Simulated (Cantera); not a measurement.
Input: 1 mol Ca(OH)2, 0.045 mol CO2, 2.8 mol H2O, at 1175 °C and 0.000390 bar.

Cantera equilibrium calculation (NASA polynomials, part measured and part estimated; ideal gas, pure solids and liquids). Candidate condensed phases: C, C6H6, C7H8, C8H18, Ca, CaCO3, CaO, Ca(OH)2, H2O; 115 gas species. Equilibrium is a limit: real reactors are often held back by kinetics, nucleation or transport.

Base state: H2O 0.986, CO2 0.0116, H2 0.00165, O2 0.000782, OH 0.000271, CO 4.61e-5, H 1.90e-5 (mole fractions); condensed: CaO(s).

What changes in the equilibrium state with this change: pressure from 0.000390 bar to 0.0133 bar?


```csv
species,before,after
H2O,0.986,0.987
CO2,0.0116,0.0117
H2,0.00165,0.000508
O2,0.000782,0.000241
H,1.90e-5,1.80e-6
OH,0.000271,8.34e-5
"CaO(s), mol",1.000,1.000
```

What changes in the equilibrium state with this change: pressure from 0.000390 bar to 0.100 bar?


```csv
species,before,after
H2O,0.986,0.988
CO2,0.0116,0.0117
H2,0.00165,0.000260
O2,0.000782,0.000123
H,1.90e-5,4.71e-7
OH,0.000271,4.26e-5
CO,4.61e-5,7.29e-6
"CaO(s), mol",1.000,1.000
```
